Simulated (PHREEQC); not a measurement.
1 kg of water holding 0.29 mol/kgw CaCl2, 0.011 mol/kgw KCl, 0.0058 mol/kgw NaCl and 0.017 mol/kgw MgCl2 is evaporated at 20 °C; the solids stay in contact with the brine. The system is closed to CO2. Only these solids could form: Bischofite, Brucite, Carnallite, Halite, Portlandite, Sylvite, MgCl2_4H2O.

Base run: PHREEQC, Pitzer model, pitzer.dat. Each further column changes one thing. The table gives water activity.

```json
[
 {"H2O removed (mol)": "0", "base": "0.985", "temperature from 20 to 75 °C": "0.985", "temperature from 20 to 25 °C": "0.985"},
 {"H2O removed (mol)": "18.01", "base": "0.977", "temperature from 20 to 75 °C": "0.978", "temperature from 20 to 25 °C": "0.977"},
 {"H2O removed (mol)": "34.69", "base": "0.955", "temperature from 20 to 75 °C": "0.957", "temperature from 20 to 25 °C": "0.955"},
 {"H2O removed (mol)": "43.95", "base": "0.905", "temperature from 20 to 75 °C": "0.911", "temperature from 20 to 25 °C": "0.905"},
 {"H2O removed (mol)": "47.7", "base": "0.835", "temperature from 20 to 75 °C": "0.848", "temperature from 20 to 25 °C": "0.836"},
 {"H2O removed (mol)": "50.23", "base": "0.712", "temperature from 20 to 75 °C": "0.737", "temperature from 20 to 25 °C": "0.714"},
 {"H2O removed (mol)": "52.58", "base": "0.386", "temperature from 20 to 75 °C": "0.444", "temperature from 20 to 25 °C": "0.390"}
]
```

 Away from 25 °C the constants follow the database's enthalpies or fits; those with neither stay at their 25 °C values.
